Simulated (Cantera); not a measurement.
Charge: 1 mol Pb, 2.5 mol H2S, 270 mol N2, held at 1 atm.

Method: chemical equilibrium by Gibbs-energy minimisation in Cantera with the NASA 1993 tables (ideal gas, pure condensed phases). Candidate condensed phases: Pb, PbS, S; 18 gas species. Rates play no part. All values below are at 1725 K.

Base state: N2 0.984, H2 0.00840, PbS 0.00278, S2 0.00276, Pb 0.000864, H2S 0.000625, SH 0.000169, S 2.06e-5 (mole fractions); condensed: gas only.

### Question
What changes in the equilibrium state with this change: Pb replaced by Ni?

### Answer
| species | before | after |
|---|---|---|
| N2 | 0.984 | 0.988 |
| H2 | 0.00840 | 0.00841 |
| S2 | 0.00276 | 0.00293 |
| PbS | 0.00278 | 0 |
| Pb | 0.000864 | 0 |
| H2S | 0.000625 | 0.000645 |
| SH | 0.000169 | 0.000175 |
| S | 2.06e-5 | 2.12e-5 |
| H | 1.69e-5 | 1.69e-5 |
| Ni3S2(l), mol | 0 | 0.333 |
Further candidate phases: Ni, NiS, NiS2, Ni3S2, Ni3S4.
